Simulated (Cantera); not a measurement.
Feed: 1 mol B2H6, 0.2 mol O2, 120 mol N2, held at 2048.15 K.

Equilibrium computed with Cantera from the NASA thermochemical tables; the gas is ideal and each condensed phase is pure. Candidate condensed phases: B, BN, B2O3, B3O3H3, H2O; 39 gas species. The feed counts by its element totals alone. Equilibrium is a limit: real reactors are often held back by kinetics, nucleation or transport.

Task: Which condensed phases are stable at each of these points (P (Pa)): 10, 37, 140, 520, 1900, 7200, 27000, 100000?

Result: 
```csv
P (Pa),condensed phases,B condensed (%)
10,B(s),61.2
37,BN(s),75.6
140,BN(s),79.3
520,BN(s),79.9
1900,BN(s),80.0
7200,BN(s),80.2
27000,BN(s),81.0
100000,BN(s),82.7
```

At 10.0 Pa the condensed part is B(s). From 37.0 Pa to 1.00 bar the condensed part is BN(s).
